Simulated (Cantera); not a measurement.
Input: 1 mol Si2H6, 0.37 mol NO, 25 mol H2, equilibrated at 1900 K and 293 Torr.

Method: chemical equilibrium by Gibbs-energy minimisation in Cantera with the NASA 1993 tables (ideal gas, pure condensed phases). Candidate condensed phases: H2O, Si, SiO2, Si2N2O, Si3N4; 35 gas species. The feed counts by its element totals alone. Gases not in the tables: Si2H6 and higher silanes. Kinetics and transport are ignored.

Base state: H2 0.979, SiO 0.0129, N2 0.00647, H 0.00126, SiH2 5.71e-5, Si 3.23e-5, SiH 1.73e-5 (mole fractions); condensed: Si(l).

Q: What changes in the equilibrium state with this change: pressure from 293 Torr to 1.88 Torr?

A: 
```json
[
 {"species": "H2", "before": "0.979", "after": "0.960"},
 {"species": "H", "before": "0.00126", "after": "0.0155"},
 {"species": "SiO", "before": "0.0129", "after": "0.0128"},
 {"species": "Si", "before": "3.23e-5", "after": "0.00504"},
 {"species": "Si2", "before": "2.60e-7", "after": "4.05e-5"},
 {"species": "SiH", "before": "1.73e-5", "after": "0.000214"},
 {"species": "SiH2", "before": "5.71e-5", "after": "5.60e-5"},
 {"species": "N2", "before": "0.00647", "after": "0.00639"},
 {"species": "Si(l), mol", "before": "1.63", "after": "1.47"}
]
```
